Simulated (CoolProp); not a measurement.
A single-stage vapour-compression cycle with the fluid: evaporating at 251.15 K (dew point), condensing at 306.15 K (bubble point), superheat 2 K, subcooling 8 K, compressor efficiency 0.65, no pressure losses. The same conditions are run with several fluids, on thermodynamics alone (safety and materials aside).

Model: reference Helmholtz-energy equation of state of each fluid (hydrogen sulfide: Lemmon 2006; propylene: Lemmon 2013; R134a: Tillner-Roth 1994; R123: Younglove 1994; R1224YDZ: Akasaka 2023; R404A: Lemmon 2003), in CoolProp. Blends and air are pseudo-pure fits.

### Question
Rank hydrogen sulfide, propylene, R134a, R123, R1224YDZ, R404A by cooling COP, highest first.

### Answer
R123 (2.58), R1224YDZ (2.51), R134a (2.44), propylene (2.41), hydrogen sulfide (2.39), R404A (2.24)

| fluid | pressure ratio | discharge temperature (K) | refrigerating effect (kJ/kg) | volumetric capacity (kJ/m³) |
|---|---|---|---|---|
| hydrogen sulfide | 4.79 | 425.1 | 400 | 3540 |
| propylene | 4.92 | 345.0 | 295 | 1810 |
| R134a | 6.90 | 338.1 | 152 | 943 |
| R123 | 11.3 | 339.7 | 144 | 114 |
| R1224YDZ | 10.3 | 329.6 | 136 | 184 |
| R404A | 5.54 | 331.2 | 120 | 1690 |
